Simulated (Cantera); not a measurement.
Mixture: CH4 : O2 : N2 : H2O = 1 : 2.78 : 10.4 : 2.2 (molar parts), equivalence ratio 0.72, at 101000 Pa, adiabatic and at constant pressure. Ignition delay is the time to a rise of 400 K.

Model: GRI-Mech 3.0 (53 species, 325 reactions), integrated in Cantera.

Q: What does this change do: H2O 2.2 to 4.2 parts?

A: 
| quantity | before | after |
|---|---|---|
| delay at 1050 K | 0.447 s | 0.490 s |
| delay at 1125 K | 0.144 s | 0.164 s |
| delay at 1200 K | 50.0 ms | 59.3 ms |
| delay at 1275 K | 18.6 ms | 22.6 ms |
| delay at 1350 K | 7.29 ms | 8.97 ms |
| delay at 1425 K | 3.02 ms | 3.68 ms |
| delay at 1500 K | 1.33 ms | 1.58 ms |
| apparent activation energy between 1350 and 1500 K | 190 kJ/mol | 190 kJ/mol |
